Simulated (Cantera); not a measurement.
An isothermal, constant-pressure homogeneous reactor starts with 1.19 % H₂, 98.8 % O₂, equivalence ratio 0.0060, at 1250 K and 20.0 Torr.

Cantera simulation using GRI-Mech 3.0 (53 species, 325 reactions); the numbers are that mechanism's predictions, not measurements. Radical loss at walls, strong at low pressure, is not modelled.

x: mole fraction; the columns are a selection and need not sum to one.

```
t (s)        x H₂   x O₂      x OH     x H₂O    x H₂O₂    x HO₂
--------  -------  -----  --------  --------  --------  -------
7.00e-5    0.0119  0.988   2.87e-9  6.39e-10    <1e-12  3.74e-9
0.000219   0.0119  0.988   1.51e-8   1.03e-8  3.68e-12  1.17e-8
0.000684   0.0119  0.988       ___       ___  3.50e-11      ___
0.00214    0.0111  0.987  0.000338  0.000544   5.60e-9  1.46e-6
0.00669   5.71e-5  0.978   0.00104    0.0110   3.94e-8  1.68e-6
0.0209    4.26e-5  0.980  0.000911    0.0112   3.76e-8  1.48e-6
0.0654        ___  0.984       ___    0.0115       ___      ___
0.205     5.91e-6  0.987  0.000342    0.0117   2.18e-8  5.13e-7
0.640     9.85e-7  0.988  0.000140    0.0119   8.97e-9  1.57e-7
2.00      1.48e-7  0.988   5.47e-5    0.0119   2.42e-9  3.62e-8
```

Question: Some entries are withheld; supply them.

Answer: 
- 0.000684, x OH: 2.30e-7
- 0.000684, x H₂O: 3.16e-7
- 0.000684, x HO₂: 3.78e-8
- 0.0654, x H₂: 2.17e-5
- 0.0654, x OH: 0.000652
- 0.0654, x H₂O₂: 3.29e-8
- 0.0654, x HO₂: 1.06e-6
